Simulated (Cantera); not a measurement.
Input (Python, Cantera) and output of one run.

```python
import numpy as np
import cantera as ct

gas_names = """
    P4 O3
""".split()
cond_names = """
    P4O10(s)
""".split()


# ... load() reads the species with a 1 bar reference pressure and builds the phases ...
species = {s.name: s for s in load("nasa_gas.yaml", gas_names) + load("nasa_condensed.yaml", cond_names)}
# Each term lists the table entries of one substance; the one whose range holds T is used.
reactions = {
    '3 P4(g) + 10 O3(g) = 3 P4O10':
        [(-3, ['P4']), (-10, ['O3']), (3, ['P4O10(s)'])],
}


def pick(names, T):
    return next(species[n] for n in names if species[n].thermo.min_temp <= T <= species[n].thermo.max_temp)


results = []
for label, terms in reactions.items():
    print(label)
    print("     T/K   dH/kJ  dS/(J/K)   dG/kJ   log10 K")
    for T in [300, 375, 400, 425, 450, 475, 500, 525, 550, 575, 600, 625]:
        used = [(nu, pick(names, T)) for nu, names in terms]
        dH = sum(nu * s.thermo.h(T) for nu, s in used) / 1e6
        dS = sum(nu * s.thermo.s(T) for nu, s in used) / 1e3
        dG = dH - T * dS / 1e3
        logK = -dG * 1e6 / (ct.gas_constant * T * np.log(10))
        results.append((label, T, dH, dS, dG, logK, [s.name for _, s in used]))
        print(f"{T:8g} {dH:8.1f} {dS:8.1f} {dG:8.1f} {logK:8.2f}")
```

It prints:

```
3 P4(g) + 10 O3(g) = 3 P4O10
     T/K   dH/kJ  dS/(J/K)   dG/kJ   log10 K
     300 -10624.7  -2543.5  -9861.6  1717.03
     375 -10619.2  -2527.5  -9671.4  1347.12
     400 -10616.4  -2520.2  -9608.3  1254.69
     425 -10613.1  -2512.2  -9545.4  1173.15
     450 -10609.3  -2503.6  -9482.7  1100.70
     475 -10605.1  -2494.5  -9420.2  1035.90
     500 -10600.4  -2484.9  -9358.0   977.60
     525 -10595.3  -2474.8  -9296.0   924.88
     550 -10589.7  -2464.5  -9234.2   876.98
     575 -10583.7  -2453.7  -9172.7   833.26
     600 -10577.2  -2442.7  -9111.5   793.21
     625 -10570.3  -2431.4  -9050.6   756.39
```

Cantera with NASA thermochemical tables; ideal gases at 1 bar, condensed phases pure. Condensed species are held in their standard states even where they would react or evaporate.
